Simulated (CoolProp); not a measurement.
Vapour pressure (kPa) of CF4 (R14): the reference equation beside estimates from Tc = 227.4 K, pc = 3762 kPa, ω = 0.178.

The numbers come from the reference Helmholtz-energy equation of state, Platzer 1990 in CoolProp. This equation is an older, rougher fit; its heat capacities, sound speeds and derivatives of the liquid may be far off and weren't checked against measurements.

```json
[
 {"T (K)": "152", "reference": "160.6", "Lee-Kesler": "161.2", "van der Waals": "593.5", "Redlich-Kwong": "220.1", "Soave-Redlich-Kwong": "161.2", "Peng-Robinson": "?"},
 {"T (K)": "154.7", "reference": "189.9", "Lee-Kesler": "191.0", "van der Waals": "651.0", "Redlich-Kwong": "257.4", "Soave-Redlich-Kwong": "190.9", "Peng-Robinson": "191.1"},
 {"T (K)": "157.4", "reference": "?", "Lee-Kesler": "224.8", "van der Waals": "712.1", "Redlich-Kwong": "299.0", "Soave-Redlich-Kwong": "224.7", "Peng-Robinson": "?"},
 {"T (K)": "160.1", "reference": "?", "Lee-Kesler": "263.0", "van der Waals": "776.7", "Redlich-Kwong": "345.4", "Soave-Redlich-Kwong": "262.9", "Peng-Robinson": "262.1"},
 {"T (K)": "162.8", "reference": "303.0", "Lee-Kesler": "305.9", "van der Waals": "845.1", "Redlich-Kwong": "396.7", "Soave-Redlich-Kwong": "305.8", "Peng-Robinson": "?"},
 {"T (K)": "165.5", "reference": "350.1", "Lee-Kesler": "353.8", "van der Waals": "917.3", "Redlich-Kwong": "453.2", "Soave-Redlich-Kwong": "353.9", "Peng-Robinson": "351.6"},
 {"T (K)": "168.2", "reference": "402.5", "Lee-Kesler": "407.0", "van der Waals": "993.4", "Redlich-Kwong": "515.2", "Soave-Redlich-Kwong": "407.3", "Peng-Robinson": "404.3"},
 {"T (K)": "170.9", "reference": "460.6", "Lee-Kesler": "465.9", "van der Waals": "1073", "Redlich-Kwong": "583.1", "Soave-Redlich-Kwong": "466.7", "Peng-Robinson": "462.7"},
 {"T (K)": "173.7", "reference": "527.2", "Lee-Kesler": "533.5", "van der Waals": "1161", "Redlich-Kwong": "659.8", "Soave-Redlich-Kwong": "534.8", "Peng-Robinson": "529.7"},
 {"T (K)": "176.4", "reference": "597.9", "Lee-Kesler": "605.2", "van der Waals": "?", "Redlich-Kwong": "740.2", "Soave-Redlich-Kwong": "607.2", "Peng-Robinson": "601.0"},
 {"T (K)": "179.1", "reference": "675.5", "Lee-Kesler": "683.6", "van der Waals": "1341", "Redlich-Kwong": "827.2", "Soave-Redlich-Kwong": "686.7", "Peng-Robinson": "679.2"},
 {"T (K)": "181.8", "reference": "760.3", "Lee-Kesler": "769.3", "van der Waals": "1438", "Redlich-Kwong": "921.1", "Soave-Redlich-Kwong": "?", "Peng-Robinson": "764.8"},
 {"T (K)": "184.5", "reference": "852.7", "Lee-Kesler": "862.5", "van der Waals": "1539", "Redlich-Kwong": "1022", "Soave-Redlich-Kwong": "868.3", "Peng-Robinson": "858.1"}
]
```

Task: Complete the blanks.

Result: 
- 152, Peng-Robinson: 161.6
- 157.4, reference: 223.2
- 157.4, Peng-Robinson: 224.4
- 160.1, reference: 260.8
- 162.8, Peng-Robinson: 304.3
- 176.4, van der Waals: 1249
- 181.8, Soave-Redlich-Kwong: 773.6

Absolute difference from the reference over all 13 rows, mean and median: Lee-Kesler 1.0 and 1.1 %, van der Waals 157.5 and 146.8 %, Redlich-Kwong 28.2 and 28.0 %, Soave-Redlich-Kwong 1.2 and 1.2 %, Peng-Robinson 0.5 and 0.5 %.
